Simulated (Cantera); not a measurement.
A freely propagating, adiabatic, planar premixed flame of H2 : O2 : N2 = 1 : 0.333 : 1.25 (molar parts), unburnt at 700 K and 500000 Pa; multicomponent transport, grid criteria slope 0.08 and curve 0.16, no radiation.

Detailed kinetics in Cantera: the H2/O2 subset of GRI-Mech 3.0, which has no nitrogen chemistry. The hydrogen kinetics of GRI-Mech 3.0 are dated; newer H2 mechanisms differ, most at raised pressure. Burning velocities carry a grid error of a few per cent, more on coarse grids.

### Question
Predict: laminar burning velocity; thermal thickness; peak x(HO2); peak x(OH); peak x(H2O2).

### Answer
* **laminar burning velocity**: 1210 cm/s
* **thermal thickness**: 0.0605 mm
* **peak x(HO2)**: 0.000771
* **peak x(OH)**: 0.0126
* **peak x(H2O2)**: 3.46e-5
